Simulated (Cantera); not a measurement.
**Diamond growth**

A diamond (100) surface in a fixed gas of H2 with x(CH4) = 0.012, x(H) = 0.0077, x(CH3) = 1.2e-05, at 1100 K; coverages are run to steady state.

Model: the Harris–Goodwin 1993 mechanism for the reconstructed diamond (100) surface, integrated in Cantera.

```json
[
 {"P (Pa)": "330", "growth (µm/h)": "0.00776", "θ c6HH": "0.512", "θ c6H*": "0.0279", "θ c6*H": "0.442", "θ c6**": "0.0182", "θ c6HM": "0.000123"},
 {"P (Pa)": "550", "growth (µm/h)": "0.0179", "θ c6HH": "0.512", "θ c6H*": "0.0279", "θ c6*H": "0.442", "θ c6**": "0.0182", "θ c6HM": "0.000179"},
 {"P (Pa)": "920", "growth (µm/h)": "0.0399", "θ c6HH": "0.512", "θ c6H*": "0.0279", "θ c6*H": "0.442", "θ c6**": "0.0182", "θ c6HM": "0.000248"},
 {"P (Pa)": "1500", "growth (µm/h)": "0.0815", "θ c6HH": "0.512", "θ c6H*": "0.0279", "θ c6*H": "0.441", "θ c6**": "0.0182", "θ c6HM": "0.000317"},
 {"P (Pa)": "2600", "growth (µm/h)": "0.172", "θ c6HH": "0.512", "θ c6H*": "0.0279", "θ c6*H": "0.441", "θ c6**": "0.0182", "θ c6HM": "0.000391"},
 {"P (Pa)": "4400", "growth (µm/h)": "0.331", "θ c6HH": "0.512", "θ c6H*": "0.0279", "θ c6*H": "0.441", "θ c6**": "0.0182", "θ c6HM": "0.000449"},
 {"P (Pa)": "7300", "growth (µm/h)": "0.598", "θ c6HH": "0.512", "θ c6H*": "0.0280", "θ c6*H": "0.441", "θ c6**": "0.0182", "θ c6HM": "0.000491"},
 {"P (Pa)": "12000", "growth (µm/h)": "1.04", "θ c6HH": "0.512", "θ c6H*": "0.0280", "θ c6*H": "0.441", "θ c6**": "0.0183", "θ c6HM": "0.000520"}
]
```
θ: site fractions in the mechanism's names (c6HH fully hydrogenated, c6H* and c6*H radical sites, c6** diradical, c6HM methylated).
